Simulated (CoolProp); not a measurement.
Vapour-liquid equilibrium of R245fa (1) + isopentane (2) at 67.65 °C; x and y are mole fractions of (1).

Values from CoolProp's multi-fluid Helmholtz-energy mixture model, Akasaka 2015 and Lemmon 2006; pair parameters Bell 2016.

Question: Give the bubble pressure and the first vapour's composition at x = 0.05, 0.35, 0.65. Is there an azeotrope?

Answer: x = 0.05: 4.010 bar, y = 0.187; x = 0.35: 6.232 bar, y = 0.572; x = 0.65: 6.764 bar, y = 0.686. y crosses x between x = 0.65 and 0.8: the model has an azeotrope there.

Pair parameters are fitted to limited data, so mixtures are less certain than the pure fluids.
